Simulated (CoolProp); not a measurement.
Model: reference Helmholtz-energy equation of state, Wagner 2002, in CoolProp.

**Question.** For water, give the phase and the cv (kJ/(kg K)), isothermal compressibility (1/MPa), Prandtl number at 632.5 K and 11100 kPa; 632.5 K and 66700 kPa.

**Answer.** 
- 632.5 K and 11100 kPa: gas; cv 2.34, isothermal compressibility 0.126, Prandtl number 1.31
- 632.5 K and 66700 kPa: liquid; cv 2.88, isothermal compressibility 0.00229, Prandtl number 0.791

Viscosity comes from a separate model (Huber 2009). Thermal conductivity comes from a separate model (Huber 2012).
